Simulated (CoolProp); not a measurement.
C2F6 (R116) at several states: density (kg/m³) from the reference equation and from simpler models built on Tc = 293.0 K, pc = 3048 kPa, ω = 0.257; each cubic takes its own stable root.

Computed with CoolProp (reference Helmholtz-energy equation of state, Lemmon 2006). It is a short technical equation, of lower accuracy than the large ones.

| T (K) | p (kPa) | phase | reference | Redlich-Kwong | Soave-Redlich-Kwong | Peng-Robinson |
|---|---|---|---|---|---|---|
| 198.5 | 9140 | liquid | 1630 | 1534 | 1575 | 1773 |
| 248.3 | 11300 | liquid | 1434 | 1353 | 1384 | 1555 |
| 269.1 | 6150 | liquid | 1272 | 1158 | 1187 | 1334 |
